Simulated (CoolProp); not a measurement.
Aqueous sodium chloride as a coolant, at 25 °C, 1 atm.

The numbers come from the Melinder's fits for secondary coolants in CoolProp.

```json
[
 {"mass %": "1", "freezing point (°C)": "-0.6", "viscosity (mPa s)": "0.901", "density (kg/m³)": "1004", "Prandtl number": "6.13", "cp (kJ/(kg K))": "4.125"},
 {"mass %": "3", "freezing point (°C)": "-1.8", "viscosity (mPa s)": "0.932", "density (kg/m³)": "1018", "Prandtl number": "6.21", "cp (kJ/(kg K))": "4.025"},
 {"mass %": "4.9", "freezing point (°C)": "-3.0", "viscosity (mPa s)": "0.964", "density (kg/m³)": "1032", "Prandtl number": "6.31", "cp (kJ/(kg K))": "3.937"},
 {"mass %": "6.9", "freezing point (°C)": "-4.3", "viscosity (mPa s)": "1.00", "density (kg/m³)": "1046", "Prandtl number": "6.43", "cp (kJ/(kg K))": "3.851"},
 {"mass %": "8.9", "freezing point (°C)": "-5.7", "viscosity (mPa s)": "1.04", "density (kg/m³)": "1061", "Prandtl number": "6.57", "cp (kJ/(kg K))": "3.771"},
 {"mass %": "10.8", "freezing point (°C)": "-7.2", "viscosity (mPa s)": "1.08", "density (kg/m³)": "1075", "Prandtl number": "6.73", "cp (kJ/(kg K))": "3.700"},
 {"mass %": "12.8", "freezing point (°C)": "-8.9", "viscosity (mPa s)": "1.13", "density (kg/m³)": "1090", "Prandtl number": "6.92", "cp (kJ/(kg K))": "3.630"},
 {"mass %": "14.7", "freezing point (°C)": "-10.6", "viscosity (mPa s)": "1.18", "density (kg/m³)": "1104", "Prandtl number": "7.14", "cp (kJ/(kg K))": "3.568"},
 {"mass %": "16.7", "freezing point (°C)": "-12.6", "viscosity (mPa s)": "1.25", "density (kg/m³)": "1119", "Prandtl number": "7.41", "cp (kJ/(kg K))": "3.507"},
 {"mass %": "18.7", "freezing point (°C)": "-14.9", "viscosity (mPa s)": "1.32", "density (kg/m³)": "1135", "Prandtl number": "7.73", "cp (kJ/(kg K))": "3.450"},
 {"mass %": "20.6", "freezing point (°C)": "-17.2", "viscosity (mPa s)": "1.39", "density (kg/m³)": "1150", "Prandtl number": "8.11", "cp (kJ/(kg K))": "3.400"}
]
```
